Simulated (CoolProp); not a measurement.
Vapour-liquid equilibrium of ethane (1) + n-perfluorobutane (2) at 265.7 K; x and y are mole fractions of (1).

Values from CoolProp's multi-fluid Helmholtz-energy mixture model, Bücker 2006 and Gao 2022; pair parameters Bell 2016.

| x | bubble pressure (MPa) | y at the bubble point | dew pressure at overall composition x (MPa) | liquid density (mol/L) |
|---|---|---|---|---|
| 0.05 | 0.2270 | 0.640 | 0.08538 | 6.981 |
| 0.125 | 0.4483 | 0.818 | 0.09281 | 7.288 |
| 0.2 | 0.6548 | 0.875 | 0.1016 | 7.616 |
| 0.275 | 0.8346 | 0.903 | 0.1123 | 7.966 |
| 0.35 | 0.9844 | 0.919 | 0.1253 | 8.342 |
| 0.425 | 1.107 | 0.929 | 0.1418 | 8.747 |
| 0.5 | 1.211 | 0.937 | 0.1631 | 9.186 |
| 0.575 | 1.304 | 0.944 | 0.1920 | 9.666 |
| 0.65 | 1.395 | 0.950 | 0.2332 | 10.20 |
| 0.725 | 1.491 | 0.957 | 0.2969 | 10.79 |
| 0.8 | 1.600 | 0.966 | 0.4083 | 11.46 |
| 0.875 | 1.726 | 0.976 | 0.6525 | 12.24 |
| 0.95 | 1.873 | 0.990 | 1.393 | 13.16 |

No azeotrope shows between x = 0.05 and 0.95.

The pair parameters rest on a limited set of measurements; away from them the model extrapolates. The gap from Raoult's law changes sign with composition, which may be real or a fault of the pair parameters; it wasn't checked against measurements.
